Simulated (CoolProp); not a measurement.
The numbers come from the reference Helmholtz-energy equation of state, Thol 2019 in CoolProp.

Problem. For decamethylcyclopentasiloxane (D5), give the phase and the density (kg/m³), cp (kJ/(kg K)), cv (kJ/(kg K)), expansivity (1/kK) at 100.65 °C and 12.8 bar.

Solution. 
- 100.65 °C and 12.8 bar: liquid; density 876, cp 1.81, cv 1.56, expansivity 1.21
